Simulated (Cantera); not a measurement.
Cantera run:

```python
import numpy as np
import cantera as ct

gas_names = """
    H HO2 H2 H2O H2O2 Hg O OH O2 O3
""".split()
cond_names = """
    H2O(s) H2O(L) Hg(cr) Hg(L) HgO(s)
""".split()


# ... load() reads the species with a 1 bar reference pressure and builds the phases ...
atoms = {
    'HgO': {'Hg': 1, 'O': 1},
    'H2': {'H': 2},
    'O2': {'O': 2},
}
top_T = {}  # K; cautious upper limits of use, not melting points


# ... equilibrate(T, P, feed) seeds the gas with the atoms and calls Mixture.equilibrate('TP', solver="vcs", rtol=1e-11, max_steps=5000) ...
results = []
feed = {'HgO': 1, 'H2': 0.92, 'O2': 0.13}  # mol
T = 873.15  # K
P = 41  # Pa
mix = equilibrate(T, P, feed)
results.append((T, P, feed, dict(zip(mix.species_names, mix.species_moles))))
print(gas.report(threshold=0.001))
for i in range(1, mix.n_phases):
    print(f"{mix.phase(i).name:16s} {mix.phase_moles(i):12.5e} mol")
```

It prints:

```
       temperature   873.15 K
          pressure   41 Pa
           density   0.00060152 kg/m^3
  mean mol. weight   106.51 kg/kmol
   phase of matter   gas

                          1 kg             1 kmol
                     ---------------   ---------------
          enthalpy       -5.6976e+05       -6.0685e+07  J
   internal energy       -6.3792e+05       -6.7945e+07  J
           entropy            2688.5        2.8635e+05  J/K
    Gibbs function       -2.9172e+06       -3.1071e+08  J
 heat capacity c_p            283.35             30180  J/K
 heat capacity c_v            205.29             21865  J/K

                      mass frac. Y      mole frac. X     chem. pot. / RT
                     ---------------   ---------------   ---------------
               H2O          0.074454           0.44019           -66.387
                Hg           0.90111           0.47847           -22.166
                O2          0.024436           0.08134           -36.518
     [   +7 minor]        1.2513e-08        7.8431e-08

Hg(L)             0.00000e+00 mol
HgO(s)            0.00000e+00 mol
```

These are equilibrium values from Cantera (NASA tables, ideal gas, pure condensed phases), not measurements of a reactor.
